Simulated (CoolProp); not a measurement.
Vapour-liquid equilibrium of cyclohexane (1) + ethylbenzene (2) at 0.0312 MPa; x and y are mole fractions of (1).

Values from CoolProp's multi-fluid Helmholtz-energy mixture model, Zhou 2014 and Zhou 2012; pair parameters Bell 2016.

Task: Give the bubble temperature and the first vapour's composition at x = 0.125, 0.2, 0.35. Is there an azeotrope?

Result: x = 0.125: 81.6 °C, y = 0.495; x = 0.2: 74.9 °C, y = 0.641; x = 0.35: 65.2 °C, y = 0.799. No azeotrope shows between x = 0.05 and 0.95.

The pair parameters rest on a limited set of measurements; away from them the model extrapolates.
